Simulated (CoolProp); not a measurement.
A closed Brayton cycle with nitrogen: compressor inlet 330.15 K and 1.1 MPa, high pressure 2.25 MPa, turbine inlet 970 K, compressor efficiency 0.8, turbine efficiency 0.93, recuperator effectiveness 0 (on enthalpy, no pinch check). Each further row changes one setting.

The numbers come from the reference Helmholtz-energy equation of state, Span 2000 in CoolProp.

```csv
case,thermal efficiency (%),net work (kJ/kg),compressor to turbine work,compressor exit (K),turbine exit (K)
as stated,(withheld),78.3,0.55,423.7,817.0
turbine inlet 920 K,12.7,(withheld),0.59,423.7,773.6
compressor inlet 340.15 K,12.8,75.3,0.57,436.5,817.0
high pressure 1.91 MPa,10.4,65.0,0.53,400.6,(withheld)
recuperator effectiveness 0.5,20.1,78.3,0.55,423.7,817.0
```

### Question
What belongs in the gaps?

### Answer

- as stated, thermal efficiency (%): 13.0
- turbine inlet 920 K, net work (kJ/kg): 69.2
- high pressure 1.91 MPa, turbine exit (K): 850.0
